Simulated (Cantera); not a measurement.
## NO annealing gas

An isothermal, constant-pressure homogeneous reactor starts with 50.0 % NO, 50.0 % N₂, at 1725 K and 9900 Pa.

Computed with Cantera and GRI-Mech 3.0 (53 species, 325 reactions).

```
t (s)       x NO      x O₂   x N₂      x O     x NO₂    x N₂O
--------  ------  --------  -----  -------  --------  -------
9.00e-6    0.500  1.87e-12  0.500  2.55e-8  7.98e-11  2.56e-8
3.31e-5    0.500  2.50e-11  0.500  9.29e-8   1.07e-9  9.39e-8
0.000121   0.500  3.30e-10  0.500  3.32e-7   1.40e-8  3.44e-7
0.000446   0.500   4.22e-9  0.500  1.10e-6   1.74e-7  1.26e-6
0.00164    0.500   5.28e-8  0.500  2.96e-6   1.79e-6  4.55e-6
0.00602    0.500   8.06e-7  0.500  5.92e-6   1.17e-5  1.57e-5
0.0221     0.500   1.59e-5  0.500  1.14e-5   4.17e-5  4.60e-5
0.0813     0.499  0.000164  0.500  1.51e-5   6.13e-5  8.60e-5
0.299      0.498  0.000820  0.501  1.63e-5   6.70e-5  9.33e-5
1.10       0.493   0.00324  0.503  1.89e-5   8.04e-5  9.10e-5
4.03       0.476    0.0119  0.512  2.59e-5  0.000115  8.34e-5
14.8       0.418    0.0409  0.541  4.10e-5  0.000172  6.23e-5
54.4       0.272     0.114  0.614  6.43e-5  0.000185  2.53e-5
200       0.0874     0.206  0.706  8.47e-5   8.03e-5  2.56e-6
```
x: mole fraction; the columns are a selection and need not sum to one.

Equilibrium at this temperature and pressure: NO 0.00339, O₂ 0.248, N₂ 0.748, O 9.25e-5, NO₂ 3.42e-6, N₂O 6.05e-8 (gas phase only).
